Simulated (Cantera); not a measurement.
Thermodynamics of chlorosilane synthesis and conversion, feed Si + H2 + HCl

A closed system holds: 1 mol Si, 3 mol H2, a varied amount of HCl, held at 648 K and 21.0 bar.

These are equilibrium values from Cantera (NASA tables, ideal gas, pure condensed phases), not measurements of a reactor. Candidate condensed phases: Si; 19 gas species. The numbers say what is thermodynamically allowed, not how fast it happens.

From 0.66 mol HCl to 3.1 mol HCl the condensed part is Si(s). From 3.8 mol HCl to 4.8 mol HCl nothing is condensed. The main Si-bearing gas is SiHCl3 at 0.66 mol HCl and SiCl4 at 4.8 mol HCl.

| n(HCl) (mol) | x H2 | x SiCl4 | x HCl | x SiHCl3 | n Si(s) |
|---|---|---|---|---|---|
| 0.66 | 0.940 | 0.0172 | 3.35e-5 | 0.0376 | 0.794 |
| 0.83 | 0.928 | 0.0218 | 3.54e-5 | 0.0447 | 0.743 |
| 1 | 0.916 | 0.0264 | 3.68e-5 | 0.0512 | 0.692 |
| 1.3 | 0.898 | 0.0340 | 3.89e-5 | 0.0614 | 0.602 |
| 1.6 | 0.882 | 0.0412 | 4.04e-5 | 0.0701 | 0.513 |
| 2 | 0.862 | 0.0499 | 4.19e-5 | 0.0801 | 0.395 |
| 2.5 | 0.842 | 0.0597 | 4.33e-5 | 0.0906 | 0.248 |
| 3.1 | 0.821 | 0.0700 | 4.45e-5 | 0.101 | 0.0725 |
| 3.8 | 0.827 | 0.138 | 0.000264 | 0.0338 | 0 |
| 4.8 | 0.735 | 0.147 | 0.118 | 7.17e-5 | 0 |
x: gas mole fraction; n: condensed amount in mol.
